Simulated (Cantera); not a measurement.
Input (Python, Cantera) and output of one run.

```python
import numpy as np
import cantera as ct

gas_names = """
    H HO2 H2 H2O H2O2 O OH O2 O3 V VO VO2
""".split()
cond_names = """
    H2O(s) H2O(L) V(cr) V(L) VO(s) VO(L) V2O3(s) V2O3(L) V2O4(I) V2O4(II) V2O4(L) V2O5(s) V2O5(L)
""".split()


def load(file, names, dense=False):
    # The tables refer to 1 bar. Condensed volumes are neglected.
    table = {s.name: s for s in ct.Species.list_from_file(file)}
    out = []
    for n in names:
        d = dict(table[n].input_data)
        d["thermo"] = dict(d["thermo"], **{"reference-pressure": 1e5})
        if dense:
            d["equation-of-state"] = {"model": "constant-volume", "density": "1e6 g/cm^3"}
        out.append(ct.Species.from_dict(d))
    return out


gas = ct.Solution(thermo="ideal-gas", species=load("nasa_gas.yaml", gas_names))
cond = {s.name: ct.Solution(thermo="fixed-stoichiometry", species=[s], name=s.name)
        for s in load("nasa_condensed.yaml", cond_names, dense=True)}
atoms = {
    'V2O3': {'V': 2, 'O': 3},
    'H2': {'H': 2},
    'H2O': {'H': 2, 'O': 1},
}
top_T = {}  # K; cautious upper limits of use, not melting points


def equilibrate(T, P, feed):
    n = {}
    for name, mol in feed.items():
        for a, k in atoms[name].items():
            n[a] = n.get(a, 0.0) + k * mol
    gas.TPX = T, P, n
    mass = sum(n.values()) * gas.mean_molecular_weight
    gas.equilibrate("TP")
    valid = [c for c in cond.values() if c.min_temp <= T <= top_T.get(c.name, c.max_temp)]
    mix = ct.Mixture([(gas, mass / gas.mean_molecular_weight)] + [(c, 0.0) for c in valid])
    mix.T, mix.P = T, P
    mix.equilibrate("TP", solver="vcs", rtol=1e-11, max_steps=5000)
    return mix


results = []
feed = {'V2O3': 1, 'H2': 660, 'H2O': 2.9}  # mol
P = 39  # Pa
for T in [1300, 1350, 1400, 1450, 1500, 1550, 1600, 1650, 1700, 1750]:
    mix = equilibrate(T, P, feed)
    results.append((T, P, feed, dict(zip(mix.species_names, mix.species_moles))))
    x = sorted(zip(gas.X, gas.species_names), reverse=True)
    print(f"T = {T:g} K  P = {P:g} Pa  gas = {mix.phase_moles(0):.4g} mol")
    print("   x: " + "  ".join(f"{s} {v:.3e}" for v, s in x if v > 1e-05))
    print("   condensed (mol): " + ("  ".join(f"{mix.phase(i).name} {mix.phase_moles(i):.4g}"
          for i in range(1, mix.n_phases) if mix.phase_moles(i) > 1e-12) or "none"))
```

Result:

```
T = 1300 K  P = 39 Pa  gas = 662.9 mol
   x: H2 9.956e-01  H2O 4.375e-03  H 5.589e-05
   condensed (mol): V2O3(s) 1
T = 1350 K  P = 39 Pa  gas = 662.9 mol
   x: H2 9.955e-01  H2O 4.374e-03  H 1.204e-04
   condensed (mol): V2O3(s) 1
T = 1400 K  P = 39 Pa  gas = 663 mol
   x: H2 9.954e-01  H2O 4.374e-03  H 2.457e-04
   condensed (mol): V2O3(s) 1
T = 1450 K  P = 39 Pa  gas = 663.1 mol
   x: H2 9.951e-01  H2O 4.373e-03  H 4.777e-04
   condensed (mol): V2O3(s) 0.9999
T = 1500 K  P = 39 Pa  gas = 663.2 mol
   x: H2 9.947e-01  H2O 4.372e-03  H 8.890e-04
   condensed (mol): V2O3(s) 0.9996
T = 1550 K  P = 39 Pa  gas = 663.4 mol
   x: H2 9.937e-01  H2O 4.746e-03  H 1.590e-03
   condensed (mol): VO(s) 0.5003  V2O3(s) 0.7484
T = 1600 K  P = 39 Pa  gas = 663.8 mol
   x: H2 9.914e-01  H2O 5.861e-03  H 2.741e-03  VO2 1.331e-05
   condensed (mol): VO(s) 1.99
T = 1650 K  P = 39 Pa  gas = 664.4 mol
   x: H2 9.895e-01  H2O 5.834e-03  H 4.576e-03  VO2 3.455e-05
   condensed (mol): VO(s) 1.973
T = 1700 K  P = 39 Pa  gas = 665.4 mol
   x: H2 9.867e-01  H 7.411e-03  H2O 5.775e-03  VO2 8.414e-05  VO 1.995e-05
   condensed (mol): VO(s) 1.931
T = 1750 K  P = 39 Pa  gas = 667 mol
   x: H2 9.824e-01  H 1.167e-02  H2O 5.652e-03  VO2 1.922e-04  VO 5.758e-05
   condensed (mol): VO(s) 1.833
```

Cantera equilibrium calculation (NASA polynomials, part measured and part estimated; ideal gas, pure solids and liquids). Mutual solubility and eutectic melting of coexisting phases are not modelled. VO: taken at fixed stoichiometry. Condensed phases not in the tables: the oxides between V2O3 and V2O5 other than VO2.
